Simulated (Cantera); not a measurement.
Charge: 1 mol Si₃N₄, 0.33 mol N₂O, 390 mol N₂, 0.0026 mol O₂, equilibrated at 10.0 mbar.

Cantera equilibrium calculation (NASA polynomials, part measured and part estimated; ideal gas, pure solids and liquids). Candidate condensed phases: Si, SiO₂, Si₂N₂O, Si₃N₄; 16 gas species. Mutual solubility and eutectic melting of coexisting phases are not modelled. The numbers say what is thermodynamically allowed, not how fast it happens.

Task: What share of the Si ends up in condensed phases as a function of T (K), at 1525, 1575, 1625, 1675, 1725, 1775, 1825, 1875, 1925, 1975, 2025, 2075, 2125?

Result: 
```
T (K)  Si condensed (%)                    as
-----  ----------------  --------------------
1525               99.6  Si₂N₂O(s) + Si₃N₄(s)
1575               98.3  Si₂N₂O(s) + Si₃N₄(s)
1625               93.3  Si₂N₂O(s) + Si₃N₄(s)
1675               88.7              Si₃N₄(s)
1725               88.2              Si₃N₄(s)
1775               86.5              Si₃N₄(s)
1825               81.8                 Si(l)
1875               75.0                 Si(l)
1925               62.8                 Si(l)
1975               41.0                 Si(l)
2025                3.3                 Si(l)
2075                0.0                     -
2125                0.0                     -
```
